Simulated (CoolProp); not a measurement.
Vapour-liquid equilibrium of benzene (1) + n-decane (2) at 0.241 bar; x and y are mole fractions of (1).

The numbers come from the multi-fluid Helmholtz-energy mixture model, Thol 2012 and Lemmon 2006; pair parameters Bell 2016 in CoolProp.

```tsv
x	bubble temperature, mixture model (K)	bubble temperature, Raoult's law (K)	y, mixture model	y, Raoult's law
0.05	381.5	381.9	0.474	0.471
0.2	350.8	353.9	0.876	0.860
0.35	336.0	339.4	0.951	0.943
0.5	327.6	330.1	0.975	0.973
0.65	322.1	323.4	0.986	0.987
0.8	317.8	318.3	0.993	0.994
0.95	314.1	314.1	0.998	0.999
```

The largest gap from Raoult's law is -3.4 K in bubble temperature, at x = 0.35. No azeotrope shows between x = 0.05 and 0.95.

Pair parameters are fitted to limited data, so mixtures are less certain than the pure fluids.
